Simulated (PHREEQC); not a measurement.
Solution (20 °C): 5.5 mmol/kgw (CH3)4NCl. Closed to the air; pH follows from the charge balance.

All values are PHREEQC results (ion-association model, wateq4f.dat), not measurements.

The ionic strength comes out as 0.00550 mol/kgw.

| species | molality | activity | log γ |
|---|---|---|---|
| Cl- | 0.00550 | 0.00508 | -0.034 |
| (CH3)4N+ | 0.00550 | 0.00508 | -0.034 |
| H+ | 8.88e-8 | 8.27e-8 | -0.031 |
| OH- | 8.88e-8 | 8.20e-8 | -0.035 |

No solid was allowed to form. (CH3)4N+ isn't in the database: it is added as a free cation with an ion size of 4 Å.
